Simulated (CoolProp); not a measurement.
Aqueous propylene glycol as a coolant, at -1 °C, 1 atm.

Computed with CoolProp (Melinder's fits for secondary coolants).

| mass % | freezing point (°C) | Prandtl number | conductivity (W/(m K)) | cp (kJ/(kg K)) | viscosity (mPa s) |
|---|---|---|---|---|---|
| 7.9 | -2.1 | 20.3 | 0.523 | 4.087 | 2.61 |
| 13.5 | -4.2 | 26.8 | 0.498 | 4.014 | 3.32 |
| 19.1 | -6.7 | 35.9 | 0.474 | 3.945 | 4.31 |
| 24.7 | -9.6 | 49.0 | 0.450 | 3.874 | 5.70 |
| 30.3 | -13.0 | 67.7 | 0.426 | 3.795 | 7.61 |
| 35.9 | -17.0 | 93.7 | 0.404 | 3.708 | 10.2 |
| 41.5 | -22.0 | 129 | 0.381 | 3.611 | 13.6 |
| 47.1 | -28.3 | 174 | 0.360 | 3.506 | 17.8 |
| 52.7 | -36.3 | 230 | 0.340 | 3.395 | 23.0 |
